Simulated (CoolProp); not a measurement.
A Linde-Hampson liquefier for methane: isothermal reversible compression at 300 K from 1 atm to 40 MPa, throttling to 1 atm, return gas leaving the recuperator 0 K below the feed. Each further row changes one setting.

Values from CoolProp's reference Helmholtz-energy equation of state, Setzmann 1991.

```json
[
 {"case": "as stated", "liquid yield per pass": "0.249", "compression work (kJ/kg of gas)": "877"},
 {"case": "high pressure 80 MPa", "liquid yield per pass": "…", "compression work (kJ/kg of gas)": "1020"},
 {"case": "warm-end temperature 330 K", "liquid yield per pass": "…", "compression work (kJ/kg of gas)": "986"},
 {"case": "warm-end gap 5 K", "liquid yield per pass": "…", "compression work (kJ/kg of gas)": "877"}
]
```

Problem. Some entries are withheld; supply them.

Solution. 
- high pressure 80 MPa, liquid yield per pass: 0.224
- warm-end temperature 330 K, liquid yield per pass: 0.200
- warm-end gap 5 K, liquid yield per pass: 0.239
